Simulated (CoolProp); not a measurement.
Properties of dimethyl ether along the isobar 2.61 MPa.

The numbers come from the reference Helmholtz-energy equation of state, Wu 2011 in CoolProp.

```
T (°C)    phase  density (kg/m³)  isothermal compressibility (1/MPa)  viscosity (µPa s)  fugacity coefficient
-------  ------  ---------------  ----------------------------------  -----------------  --------------------
-100.25  liquid            833.6                                   ?                817             0.0002819
-79.75   liquid            808.5                           0.0008332                  ?                     ?
-59.25   liquid            782.9                            0.001027                344                     ?
-38.85   liquid            756.7                            0.001281                253               0.02134
-18.35   liquid            729.3                            0.001627                197                     ?
2.05     liquid            700.5                            0.002113                160                0.1093
22.55    liquid            669.4                            0.002848                133                0.2006
42.95    liquid            635.5                            0.004053                  ?                0.3313
63.45    liquid            596.4                            0.006381               93.2                0.5044
83.95    liquid            547.5                             0.01252               75.5                0.7153
104.35      gas            51.72                              0.5620               12.5                0.7940
124.85      gas            45.66                              0.5004               13.2                0.8274
```

Task: What belongs in the gaps?

Result: 
- -100.25, isothermal compressibility (1/MPa): 0.0006825
- -79.75, viscosity (µPa s): 508
- -79.75, fugacity coefficient: 0.001720
- -59.25, fugacity coefficient: 0.007021
- -18.35, fugacity coefficient: 0.05254
- 42.95, viscosity (µPa s): 112

Viscosity comes from a separate model (Meng 2012).
